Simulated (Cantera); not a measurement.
## Thermodynamics of halide evaporation, hydrolysis and transport, feed LiCl + H2

Feed: 1 mol LiCl, a varied amount of H2, equilibrated at 877 °C and 1.33 mbar.

Cantera equilibrium calculation (NASA polynomials, part measured and part estimated; ideal gas, pure solids and liquids). Candidate condensed phases: Li, LiCl, LiH; 11 gas species. Equilibrium is a limit: real reactors are often held back by kinetics, nucleation or transport.

From 2.3 mol H2 to 240 mol H2 nothing is condensed. The main Li-bearing gas is LiCl throughout.

| n(H2) (mol) | log p H2 | log p LiCl | log p Li2Cl2 | log p Li3Cl3 | log p HCl |
|---|---|---|---|---|---|
| 2.3 | -3.02 | -3.46 | -4.45 | -6.91 | -7.21 |
| 5 | -2.95 | -3.70 | -4.92 | -7.62 | -7.31 |
| 11 | -2.91 | -3.98 | -5.49 | -8.46 | -7.44 |
| 24 | -2.89 | -4.29 | -6.10 | -9.38 | -7.59 |
| 51 | -2.88 | -4.60 | -6.72 | -10.32 | -7.74 |
| 110 | -2.88 | -4.92 | -7.38 | -11.30 | -7.90 |
| 240 | -2.88 | -5.26 | -8.05 | -12.30 | -8.07 |
log p: log10 of the partial pressure in bar; nothing condenses.
